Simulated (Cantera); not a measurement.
Feed: 1 mol MgO, 0.51 mol I₂, 5 mol H₂, held at 1225 °C and 1000 Pa.

Equilibrium computed with Cantera from the NASA thermochemical tables; the gas is ideal and each condensed phase is pure. Candidate condensed phases: H₂O, I₂, Mg, MgI₂, MgO, Mg(OH)₂; 20 gas species. Equilibrium is a limit: real reactors are often held back by kinetics, nucleation or transport.

Base state: H₂ 0.826, I 0.127, HI 0.0386, H₂O 0.00385, MgI₂ 0.00366, MgI 0.000163, H 0.000157, I₂ 0.000108 (mole fractions); condensed: MgO(s).

Q: What changes in the equilibrium state with this change: temperature from 1225 °C to 1100 °C?

A: 
```csv
species,before,after
H₂,0.826,0.825
I,0.127,0.107
HI,0.0386,0.0604
MgI₂,0.00366,0.00360
Mg,2.06e-5,6.25e-7
MgI,0.000163,2.31e-5
"MgO(s), mol",0.977,0.979
```
